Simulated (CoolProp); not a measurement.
Saturation properties of benzene (Tc = 562.0 K, pc = 4.906 MPa, ω = 0.211).

Model: reference Helmholtz-energy equation of state, Thol 2012, in CoolProp.

```
T (K)     p (MPa)  liquid density (kg/m³)  vapour density (kg/m³)
-----  ----------  ----------------------  ----------------------
323.1     0.03614                   846.6                   1.068
332.8  (withheld)                   836.1                   1.488
342.5     0.07196                   825.4                   2.028
352.2     0.09819                   814.6                   2.709
361.9      0.1314                   803.6                   3.557
371.6      0.1727                   792.5                   4.595
381.3      0.2234                   781.1                   5.854
391        0.2848                   769.6                   7.364
400.7  (withheld)                   757.8                   9.159
410.4  (withheld)                   745.7                   11.28
420.1      0.5470                   733.3              (withheld)
429.8      0.6654                   720.6                   16.66
439.5      0.8017                   707.5                   20.03
449.2      0.9577                   693.9                   23.95
```

Q: Some entries are withheld; supply them.

A: 
- 332.8, p (MPa): 0.05161
- 400.7, p (MPa): 0.3583
- 410.4, p (MPa): 0.4452
- 420.1, vapour density (kg/m³): 13.76

It boils at 353.2 K under 1 atm.
